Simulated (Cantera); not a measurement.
A Cantera script and its output.

```python
import numpy as np
import cantera as ct

gas = ct.Solution("h2o2.yaml")


def delay(T, t_max=10):
    gas.TPX = T, 100000, {'H2': 1, 'O2': 0.333, 'N2': 1.25}
    reactor = ct.IdealGasReactor(gas, clone=False)
    net = ct.ReactorNet([reactor])
    net.rtol, net.atol = 1e-8, 1e-16
    while net.time < t_max:
        t_old, T_old = net.time, reactor.T
        net.step()
        if reactor.T > T + 400:  # ignition: a rise of 400 K
            return t_old + (T + 400 - T_old) / (reactor.T - T_old) * (net.time - t_old)
    return np.nan


taus = []
for T in [1050, 1150, 1250, 1350, 1450, 1550]:
    taus.append(delay(T))
    print(f"T0 = {T:6g} K   tau = {taus[-1]:.4e} s")

# d ln(tau) / d ln(k), from doubling and halving each rate constant
T, sens = 1250, []
for i in range(gas.n_reactions):
    gas.set_multiplier(2.0, i)
    up = delay(T)
    gas.set_multiplier(0.5, i)
    down = delay(T)
    gas.set_multiplier(1.0, i)
    sens.append((np.log(up / down) / np.log(4.0), gas.reaction(i).equation))
sens.sort(key=lambda x: -abs(x[0]))
print(f"sensitivities at {T} K")
for s, eq in sens[:10]:
    print(f"{s:8.3f}  {eq}")
```

Output:

```
T0 =   1050 K   tau = 1.4938e-04 s
T0 =   1150 K   tau = 6.3283e-05 s
T0 =   1250 K   tau = 3.6134e-05 s
T0 =   1350 K   tau = 2.3745e-05 s
T0 =   1450 K   tau = 1.7287e-05 s
T0 =   1550 K   tau = 1.3794e-05 s
sensitivities at 1250 K
  -0.769  H + O2 <=> O + OH
  -0.126  H2 + O <=> H + OH
  -0.055  H + HO2 <=> H2 + O2
  -0.053  H2 + OH <=> H + H2O
   0.023  H + O2 + M <=> HO2 + M
  -0.017  H + O2 + H2O <=> HO2 + H2O
   0.017  H + O2 + N2 <=> HO2 + N2
  -0.013  H + HO2 <=> 2 OH
   0.004  H + O2 + O2 <=> HO2 + O2
  -0.004  H + OH + M <=> H2O + M
```

Cantera simulation using the H2/O2 subset of GRI-Mech 3.0, which has no nitrogen chemistry; the numbers are that mechanism's predictions, not measurements.
